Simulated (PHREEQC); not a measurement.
Reverse-osmosis reject: an equilibrium model

A made-up water analysis in mmol/kgw, 25 °C, pH 8.1: Na 80.5; K 0.198; Ca 0.883; Mg 6.99; Cl 73.8; S(6) 9.16; Alkalinity (meq/kgw) 0.126; Si 0.119; Br 0.729.

Valence states are taken as typed.

Computed with PHREEQC (Pitzer model, pitzer.dat).

This is a speciation only: nothing precipitates in the calculation.

Question: Estimate the specific conductance.

Answer: specific conductance 9620 µS/cm.

Question: In which forms is Si present?

Answer: H4SiO4 97 %, H3SiO4- 2.6 % of the Si.
